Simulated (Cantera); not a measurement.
Cantera run, input and output.

```python
import numpy as np
import cantera as ct

gas = ct.Solution("gri30.yaml", transport_model="multicomponent")
show = ['H2O', 'O', 'H']

rows = []
print(f"{'T/K':>7s}{'rho':>11s}{'cp':>10s}{'mu':>11s}{'lambda':>11s}{'Pr':>7s}" + "".join(f"{'D_' + s:>11s}" for s in show))
for T in [400, 500, 600, 700, 800, 900, 1000, 1100]:
    gas.TPX = T, 24, {'CO2': 0.17, 'CH3OH': 0.19, 'CH4': 0.25}
    Pr = gas.cp_mass * gas.viscosity / gas.thermal_conductivity
    D = [gas.mix_diff_coeffs_mole[gas.species_index(s)] for s in show]
    rows.append([gas.density, gas.cp_mass, gas.viscosity, gas.thermal_conductivity, Pr, *D])
    print(f"{T:7g}{gas.density:11.4e}{gas.cp_mass:10.1f}{gas.viscosity:11.4e}"
          f"{gas.thermal_conductivity:11.4e}{Pr:7.3f}" + "".join(f"{d:11.4e}" for d in D))
print("SI units: kg/m3, J/kg/K, Pa s, W/m/K, m2/s")
```

It prints:

```
    T/K        rho        cp         mu     lambda     Pr      D_H2O        D_O        D_H
    400 2.0798e-04    1531.0 1.5873e-05 3.5123e-02  0.692 1.3424e-01 1.9763e-01 7.2426e-01
    500 1.6638e-04    1736.0 1.9354e-05 4.8406e-02  0.694 2.0846e-01 2.9312e-01 1.0860e+00
    600 1.3865e-04    1935.5 2.2597e-05 6.2897e-02  0.695 2.9654e-01 4.0243e-01 1.5022e+00
    700 1.1884e-04    2114.9 2.5635e-05 7.7895e-02  0.696 3.9729e-01 5.2457e-01 1.9687e+00
    800 1.0399e-04    2269.9 2.8497e-05 9.2907e-02  0.696 5.0976e-01 6.5877e-01 2.4823e+00
    900 9.2434e-05    2406.5 3.1207e-05 1.0786e-01  0.696 6.3321e-01 8.0443e-01 3.0404e+00
   1000 8.3190e-05    2541.1 3.3785e-05 1.2332e-01  0.696 7.6698e-01 9.6104e-01 3.6409e+00
   1100 7.5628e-05    2652.4 3.6250e-05 1.3816e-01  0.696 9.1056e-01 1.1282e+00 4.2820e+00
SI units: kg/m3, J/kg/K, Pa s, W/m/K, m2/s
```

Detailed kinetics in Cantera: GRI-Mech 3.0 (53 species, 325 reactions). Polar gases are described roughly by these parameters. The composition is frozen, though it would react at the higher temperatures.
